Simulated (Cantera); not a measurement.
Feed: 1 mol CCl4, 0.84 mol H2, at 16.0 Pa.

Cantera equilibrium calculation (NASA polynomials, part measured and part estimated; ideal gas, pure solids and liquids). Candidate condensed phases: C, C6H6, C7H8, C8H18; 91 gas species. The tables' values for CCl are old estimates; treat these amounts as uncertain. Rates play no part.

x: gas mole fraction; n: condensed amount in mol.

| T (K) | x Cl | x HCl | x Cl2 | x H | x C | x C3 | x H2 | n C(graphite) |
|---|---|---|---|---|---|---|---|---|
| 1025 | 0.0276 | 0.583 | 0.389 | 2.31e-12 | <1e-12 | <1e-12 | 4.50e-11 | 1.00 |
| 1175 | 0.156 | 0.545 | 0.298 | 2.86e-10 | <1e-12 | <1e-12 | 8.72e-10 | 1.00 |
| 1325 | … | … | … | … | <1e-12 | <1e-12 | … | 1.000 |
| 1475 | 0.551 | 0.428 | 0.0201 | 6.62e-7 | <1e-12 | <1e-12 | 4.16e-7 | 1.000 |
| 1625 | 0.575 | 0.421 | 0.00328 | 1.79e-5 | 9.03e-12 | 1.89e-12 | 1.03e-5 | 1.000 |
| 1775 | 0.579 | 0.419 | 0.000683 | 0.000291 | 8.04e-10 | 3.30e-10 | 0.000162 | 1.000 |
| 1925 | 0.583 | 0.412 | 0.000181 | 0.00303 | 3.55e-8 | 2.54e-8 | 0.00161 | 1.000 |
| 2075 | 0.601 | 0.369 | 6.11e-5 | 0.0201 | 9.03e-7 | 1.03e-6 | 0.00911 | 1.000 |
| 2225 | 0.644 | 0.258 | 2.59e-5 | 0.0763 | 1.48e-5 | 2.49e-5 | 0.0222 | 0.999 |
| 2375 | 0.682 | 0.128 | 1.21e-5 | 0.167 | 0.000170 | 0.000400 | 0.0224 | 0.991 |
| 2525 | 0.694 | … | … | … | … | … | … | … |
| 2675 | 0.665 | 0.0150 | 2.70e-6 | 0.262 | 0.00984 | 0.0393 | 0.00411 | 0.188 |
| 2825 | 0.650 | 0.00506 | 1.40e-6 | 0.267 | 0.0286 | 0.0397 | 0.00143 | 0 |
| 2975 | 0.635 | 0.00184 | 7.67e-7 | 0.264 | 0.0638 | 0.0250 | 0.000523 | 0 |

### Question
Some entries are withheld; supply them.

### Answer

- 2525, x HCl: 0.0480
- 2525, x Cl2: 5.82e-6
- 2525, x H: 0.240
- 2525, x C: 0.00146
- 2525, x C3: 0.00457
- 2525, x H2: 0.0117
- 2525, n C(graphite): 0.909
- 1325, x Cl: 0.415
- 1325, x HCl: 0.469
- 1325, x Cl2: 0.116
- 1325, x H: 1.58e-8
- 1325, x H2: 1.49e-8
